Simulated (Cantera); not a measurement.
What does this Cantera script print?

```python
import numpy as np
import cantera as ct

gas = ct.Solution("gri30.yaml")
gas.TPX = 1175, 120, {'H2': 0.012, 'O2': 1}
reactor = ct.IdealGasConstPressureReactor(gas, energy="off", clone=False)
net = ct.ReactorNet([reactor])
net.rtol, net.atol = 1e-08, 1e-18
show = ['H2', 'O2', 'H2O2', 'O', 'H2O', 'HO2', 'H']
times = np.geomspace(3e-05, 9, 13)

steps = ct.SolutionArray(gas, extra=["t"])
rows = []
print(f"{'t/s':>10s}{'T/K':>9s}{'P/Pa':>11s}" + "".join(f"{s:>11s}" for s in show))
for t in times:
    while net.time < t:
        t_next = net.step()
        steps.append(gas.state, t=t_next)
    rows.append([np.interp(t, steps.t, y) for y in (steps.T, steps.P, *steps(*show).X.T)])
    print(f"{t:10.3e}{rows[-1][0]:9.1f}{rows[-1][1]:11.4g}" + "".join(f"{x:11.3e}" for x in rows[-1][2:]))
rate = np.gradient(steps.T, steps.t)
print("integrator steps:", len(steps.t))
if steps.T.max() > steps.T[0] + 200:
    print(f"time of steepest temperature rise: {steps.t[rate.argmax()]:.4e} s")
gas.TPX = 1175, 120, {'H2': 0.012, 'O2': 1}
gas.equilibrate("TP")
print(f"equilibrium (TP): T = {gas.T:.1f} K  " + "  ".join(f"{s} {gas[s].X[0]:.3e}" for s in show))
```

Output:

```
       t/s      T/K       P/Pa         H2         O2       H2O2          O        H2O        HO2          H
 3.000e-05   1175.0        120  1.186e-02  9.881e-01  1.869e-17  5.034e-13  1.603e-15  1.793e-11  1.742e-11
 8.581e-05   1175.0        120  1.186e-02  9.881e-01  1.528e-16  3.970e-12  3.623e-14  5.127e-11  4.734e-11
 2.455e-04   1175.0        120  1.186e-02  9.881e-01  1.246e-15  2.939e-11  7.750e-13  1.467e-10  1.180e-10
 7.021e-04   1175.0        120  1.186e-02  9.881e-01  1.018e-14  1.893e-10  1.475e-11  4.195e-10  2.449e-10
 2.008e-03   1175.0        120  1.186e-02  9.881e-01  8.313e-14  9.921e-10  2.246e-10  1.200e-09  4.323e-10
 5.745e-03   1175.0        120  1.186e-02  9.881e-01  6.770e-13  5.298e-09  2.940e-09  3.433e-09  1.074e-09
 1.643e-02   1175.0        120  1.186e-02  9.881e-01  5.457e-12  6.188e-08  6.095e-08  9.829e-09  8.867e-09
 4.700e-02   1175.0        120  1.183e-02  9.881e-01  4.491e-11  1.892e-05  2.151e-05  3.324e-08  2.601e-06
 1.344e-01   1175.0        120  1.387e-04  9.773e-01  3.151e-09  9.918e-03  1.078e-02  1.240e-07  8.020e-04
 3.846e-01   1175.0        120  5.886e-05  9.773e-01  2.076e-09  1.012e-02  1.104e-02  1.068e-07  6.578e-04
 1.100e+00   1175.0        120  5.644e-05  9.777e-01  2.076e-09  9.681e-03  1.107e-02  1.049e-07  6.159e-04
 3.146e+00   1175.0        120  5.023e-05  9.789e-01  2.071e-09  8.558e-03  1.116e-02  9.988e-08  5.132e-04
 9.000e+00   1175.0        120  3.695e-05  9.814e-01  2.039e-09  6.211e-03  1.135e-02  8.728e-08  3.190e-04
integrator steps: 621
equilibrium (TP): T = 1175.0 K  H2 2.605e-09  O2 9.881e-01  H2O2 7.828e-12  O 4.217e-07  H2O 1.193e-02  HO2 2.073e-09  H 1.818e-10
```

Detailed kinetics in Cantera: GRI-Mech 3.0 (53 species, 325 reactions). Radical loss at walls, strong at low pressure, is not modelled.
